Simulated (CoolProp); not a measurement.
Properties of ethylene along the isobar 43.4 bar (Tc = 282.4 K, pc = 50.42 bar, ω = 0.087).

Values from CoolProp's reference Helmholtz-energy equation of state, Smukala 2000.

| T (K) | phase | density (kg/m³) | cp (kJ/(kg K)) | cv (kJ/(kg K)) | speed of sound (m/s) | expansivity (1/kK) |
|---|---|---|---|---|---|---|
| 243.8 | liquid | 447.7 | 2.938 | 1.344 | 749.6 | 5.043 |
| 256.8 | liquid | 414.7 | 3.345 | 1.376 | 618.4 | 6.981 |
| 269.8 | liquid | 367.2 | 4.586 | 1.449 | 451.1 | 13.45 |
| 282.8 | gas | 87.69 | 4.038 | 1.485 | 245.0 | 20.22 |
| 295.8 | gas | 72.50 | 2.776 | 1.413 | 268.2 | 11.22 |
| 308.8 | gas | 64.04 | 2.403 | 1.406 | 284.8 | 8.247 |
| 321.8 | gas | 58.17 | 2.234 | 1.420 | 298.4 | 6.684 |
| 334.8 | gas | 53.69 | 2.149 | 1.445 | 310.2 | 5.697 |
| 347.8 | gas | 50.10 | 2.106 | 1.476 | 320.8 | 5.009 |
| 360.8 | gas | 47.10 | 2.089 | 1.512 | 330.5 | 4.496 |
